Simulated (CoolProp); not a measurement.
Saturated liquid density (kg/m³) of nitrogen: the reference equation beside estimates from Tc = 126.2 K, pc = 3396 kPa, ω = 0.037. Rackett uses Z = 0.29056 − 0.08775 ω.

The numbers come from the reference Helmholtz-energy equation of state, Span 2000 in CoolProp.

```json
[
 {"T (K)": "89.6", "reference": "747.1", "Rackett": "757.5", "Redlich-Kwong": "742.2", "Soave-Redlich-Kwong": "738.8"},
 {"T (K)": "93", "reference": "729.2", "Rackett": "739.5", "Redlich-Kwong": "719.4", "Soave-Redlich-Kwong": "717.0"},
 {"T (K)": "96.4", "reference": "710.4", "Rackett": "720.6", "Redlich-Kwong": "695.3", "Soave-Redlich-Kwong": "693.7"},
 {"T (K)": "99.9", "reference": "690.0", "Rackett": "700.1", "Redlich-Kwong": "668.7", "Soave-Redlich-Kwong": "667.9"},
 {"T (K)": "103.3", "reference": "668.7", "Rackett": "678.8", "Redlich-Kwong": "640.9", "Soave-Redlich-Kwong": "640.8"},
 {"T (K)": "106.7", "reference": "645.8", "Rackett": "655.8", "Redlich-Kwong": "610.8", "Soave-Redlich-Kwong": "611.4"},
 {"T (K)": "110.2", "reference": "619.9", "Rackett": "630.0", "Redlich-Kwong": "576.9", "Soave-Redlich-Kwong": "578.1"},
 {"T (K)": "113.6", "reference": "591.6", "Rackett": "601.9", "Redlich-Kwong": "540.3", "Soave-Redlich-Kwong": "541.8"},
 {"T (K)": "117", "reference": "558.7", "Rackett": "569.4", "Redlich-Kwong": "498.6", "Soave-Redlich-Kwong": "500.4"}
]
```

Absolute difference from the reference over all 9 rows, mean and median: Rackett 1.6 and 1.5 %, Redlich-Kwong 4.8 and 4.2 %, Soave-Redlich-Kwong 4.8 and 4.2 %.
